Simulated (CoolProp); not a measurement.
Vapour-liquid equilibrium of 1-butene (1) + n-butane (2) at -80.15 °C; x and y are mole fractions of (1).

Model: multi-fluid Helmholtz-energy mixture model, Lemmon 2005 and Bücker 2006; pair parameters Bell 2016, in CoolProp.

Give the bubble pressure and the first vapour's composition at x = 0.2, 0.5, 0.95. Is there an azeotrope?

x = 0.2: 0.001192 MPa, y = 0.263; x = 0.5: 0.001330 MPa, y = 0.584; x = 0.95: 0.001496 MPa, y = 0.960. No azeotrope shows between x = 0.05 and 0.95.

Pair parameters are fitted to limited data, so mixtures are less certain than the pure fluids.
